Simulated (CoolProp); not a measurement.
Vapour-liquid equilibrium of R22 (1) + R11 (2) at 13.7 kPa; x and y are mole fractions of (1).

Model: multi-fluid Helmholtz-energy mixture model, Kamei 1995 and Jacobsen 1992; pair parameters Bell 2016, in CoolProp.

| x | bubble temperature, mixture model (K) | bubble temperature, Raoult's law (K) | y, mixture model | y, Raoult's law |
|---|---|---|---|---|
| 0.05 | 231.9 | 239.0 | 0.671 | 0.499 |
| 0.15 | 217.2 | 225.7 | 0.890 | 0.805 |
| 0.25 | 210.9 | 218.0 | 0.937 | 0.899 |
| 0.35 | 207.4 | 212.8 | 0.957 | 0.941 |
| 0.45 | 205.0 | 208.9 | 0.968 | 0.963 |
| 0.55 | 203.3 | 205.9 | 0.975 | 0.976 |
| 0.65 | 201.8 | 203.4 | 0.981 | 0.985 |
| 0.75 | 200.4 | 201.3 | 0.987 | 0.991 |
| 0.85 | 199.1 | 199.4 | 0.992 | 0.995 |
| 0.95 | 197.8 | 197.8 | 0.997 | 0.999 |

The largest gap from Raoult's law is -8.5 K in bubble temperature, at x = 0.15. No azeotrope shows between x = 0.05 and 0.95.

Pair parameters are fitted to limited data, so mixtures are less certain than the pure fluids.
